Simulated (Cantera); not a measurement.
Feed: 1 mol Si2H6, 6.7 mol CO2, held at 5.20 Pa.

These are equilibrium values from Cantera (NASA tables, ideal gas, pure condensed phases), not measurements of a reactor. Candidate condensed phases: C, C6H6, C7H8, C8H18, H2O, Si, SiC, SiO2; 123 gas species. The feed counts by its element totals alone. The tables hold silica as quartz up to 1696 K and as liquid above; real silica turns to tridymite and cristobalite and melts near 1996 K. Rates play no part.

**Question.** Which condensed phases are stable at each of these points (T (°C)): 477, 577, 677, 777, 877, 977, 1077, 1177, 1277, 1377?

**Answer.** 
```tsv
T (°C)	condensed phases	Si condensed (%)
477	SiO2(α-quartz)	100.0
577	SiO2(β-quartz)	100.0
677	SiO2(β-quartz)	100.0
777	SiO2(β-quartz)	100.0
877	SiO2(β-quartz)	100.0
977	SiO2(β-quartz)	100.0
1077	SiO2(β-quartz)	100.0
1177	SiO2(β-quartz)	100.0
1277	SiO2(β-quartz)	99.9
1377	SiO2(β-quartz)	99.0
```

At 477 °C the condensed part is SiO2(α-quartz). From 577 °C to 1377 °C the condensed part is SiO2(β-quartz).
